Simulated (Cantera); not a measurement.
What does this Cantera script print?

```python
import numpy as np
import cantera as ct

gas = ct.Solution("gri30.yaml")
gas.TPX = 1625, 230000, {'H2': 1, 'O2': 0.238, 'N2': 0.895}
reactor = ct.IdealGasReactor(gas, energy="on", clone=False)
net = ct.ReactorNet([reactor])
net.rtol, net.atol = 1e-08, 1e-16
show = ['H2', 'O2', 'HO2', 'NO', 'H2O']
times = np.geomspace(3e-06, 0.4, 11)

steps = ct.SolutionArray(gas, extra=["t"])
rows = []
print(f"{'t/s':>10s}{'T/K':>9s}{'P/Pa':>11s}" + "".join(f"{s:>11s}" for s in show))
for t in times:
    while net.time < t:
        t_next = net.step()
        steps.append(gas.state, t=t_next)
    rows.append([np.interp(t, steps.t, y) for y in (steps.T, steps.P, *steps(*show).X.T)])
    print(f"{t:10.3e}{rows[-1][0]:9.1f}{rows[-1][1]:11.4g}" + "".join(f"{x:11.3e}" for x in rows[-1][2:]))
rate = np.gradient(steps.T, steps.t)
print("integrator steps:", len(steps.t))
if steps.T.max() > steps.T[0] + 200:
    print(f"time of steepest temperature rise: {steps.t[rate.argmax()]:.4e} s")
gas.TPX = 1625, 230000, {'H2': 1, 'O2': 0.238, 'N2': 0.895}
gas.equilibrate("UV")
print(f"equilibrium (UV): T = {gas.T:.1f} K  " + "  ".join(f"{s} {gas[s].X[0]:.3e}" for s in show))
```

Result:

```
       t/s      T/K       P/Pa         H2         O2        HO2         NO        H2O
 3.000e-06   1632.3   2.31e+05  4.606e-01  1.084e-01  6.174e-05  7.238e-10  5.612e-03
 9.764e-06   2655.2  3.548e+05  2.343e-01  1.654e-03  2.557e-06  4.594e-05  2.097e-01
 3.178e-05   3037.5  3.951e+05  2.538e-01  5.774e-04  1.177e-06  3.131e-04  2.253e-01
 1.034e-04   3044.5  3.958e+05  2.551e-01  5.383e-04  1.105e-06  1.075e-03  2.253e-01
 3.366e-04   3041.3  3.954e+05  2.558e-01  5.225e-04  1.073e-06  1.850e-03  2.248e-01
 1.095e-03   3041.1  3.954e+05  2.559e-01  5.213e-04  1.071e-06  1.907e-03  2.247e-01
 3.565e-03   3041.1  3.954e+05  2.559e-01  5.213e-04  1.071e-06  1.907e-03  2.247e-01
 1.160e-02   3041.1  3.954e+05  2.559e-01  5.213e-04  1.071e-06  1.907e-03  2.247e-01
 3.776e-02   3041.1  3.954e+05  2.559e-01  5.213e-04  1.071e-06  1.907e-03  2.247e-01
 1.229e-01   3041.1  3.954e+05  2.559e-01  5.213e-04  1.071e-06  1.907e-03  2.247e-01
 4.000e-01   3041.1  3.954e+05  2.559e-01  5.213e-04  1.071e-06  1.907e-03  2.247e-01
integrator steps: 1117
time of steepest temperature rise: 4.2659e-06 s
equilibrium (UV): T = 3041.1 K  H2 2.559e-01  O2 5.213e-04  HO2 1.071e-06  NO 1.907e-03  H2O 2.247e-01
```

Model: GRI-Mech 3.0 (53 species, 325 reactions), integrated in Cantera. The hydrogen kinetics of GRI-Mech 3.0 are dated; newer H2 mechanisms differ, most at raised pressure. Above 3000 K some thermodynamic fits are extrapolated.
